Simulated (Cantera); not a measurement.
A closed system holds: 1 mol Ti(OiPr)₄, 1.3 mol H₂, held at 1873 K and 0.100 bar.

These are equilibrium values from Cantera (NASA tables, ideal gas, pure condensed phases), not measurements of a reactor. Candidate condensed phases: C, C₆H₆, C₇H₈, C₈H₁₈, H₂O, Ti, TiC, TiO, TiO₂, Ti₂O₃, Ti₃O₅, Ti₄O₇; 113 gas species. The feed counts by its element totals alone. TiC: taken at fixed stoichiometry. The numbers say what is thermodynamically allowed, not how fast it happens.

Base state: H₂ 0.791, CO 0.207, H 0.00181, C₂H₂ (acetylene) 0.000247, CH₄ 3.81e-5 (mole fractions); condensed: C(graphite) + TiC(s).

### Question
What changes in the equilibrium state with this change: temperature from 1873 K to 1998.15 K?

### Answer
```json
[
 {"species": "H₂", "before": "0.791", "after": "0.788"},
 {"species": "CO", "before": "0.207", "after": "0.207"},
 {"species": "H", "before": "0.00181", "after": "0.00451"},
 {"species": "C₂H₂ (acetylene)", "before": "0.000247", "after": "0.000598"},
 {"species": "CH₄", "before": "3.81e-5", "after": "2.65e-5"},
 {"species": "C(graphite), mol", "before": "6.99", "after": "6.98"},
 {"species": "TiC(s), mol", "before": "1.00", "after": "1.00"}
]
```
